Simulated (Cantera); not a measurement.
Input: 1 mol trisilylamine, 2.6 mol NH₃, 2.1 mol N₂, at 900 °C and 5.30 Pa.

Equilibrium computed with Cantera from the NASA thermochemical tables; the gas is ideal and each condensed phase is pure. Candidate condensed phases: Si, Si₃N₄; 18 gas species. The feed counts by its element totals alone. The numbers say what is thermodynamically allowed, not how fast it happens.

Base state: H₂ 0.816, N₂ 0.184, H 1.47e-5 (mole fractions); condensed: Si₃N₄(s).

Q: What changes in the equilibrium state with this change: temperature from 900 °C to 1350 °C?

A: 
```tsv
species	before	after
H₂	0.816	0.674
N₂	0.184	0.315
H	1.47e-5	0.00780
Si	<1e-9	0.00295
SiH	<1e-9	3.54e-5
Si₂N	<1e-9	1.64e-5
Si₃N₄(s), mol	1.00	0
Si(s), mol	0	2.96
```
